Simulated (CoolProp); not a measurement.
The fluid at 367.77 K and 4.24 MPa flows at 2.4 m/s in a round tube of 12.7 mm bore and 15 µm roughness, fully developed (64/Re and Nu = 3.66 if laminar; Colebrook and Gnielinski if turbulent). The same conditions are run with several fluids, on thermodynamics alone (safety and materials aside).

The numbers come from the reference Helmholtz-energy equation of state of each fluid (ammonia: Gao 2020; R410A: Lemmon 2003; CH2F2 (R32): Tillner-Roth 1997; methane: Setzmann 1991; oxygen: Schmidt 1985) in CoolProp. Blends and air are pseudo-pure fits.

Problem. Rank ammonia, R410A, CH2F2 (R32), methane, oxygen by Reynolds number, highest first.

Solution. R410A (234000), CH2F2 (R32) (174000), ammonia (75200), oxygen (54200), methane (50100)

| fluid | Darcy friction factor | pressure drop (Pa/m) | heat-transfer coefficient (W/(m² K)) | mass flow (kg/h) |
|---|---|---|---|---|
| ammonia | 0.0234 | 165 | 794 | 34.0 |
| R410A | 0.0215 | 701 | 1270 | 157 |
| CH2F2 (R32) | 0.0219 | 497 | 1040 | 110 |
| methane | 0.0245 | 127 | 480 | 25.0 |
| oxygen | 0.0243 | 245 | 356 | 48.8 |

Above 300 K oxygen's equation is extrapolated.

Transport values come from each fluid's own correlations; those of CH2F2 (R32) are estimates that may be off by 10 % or more.
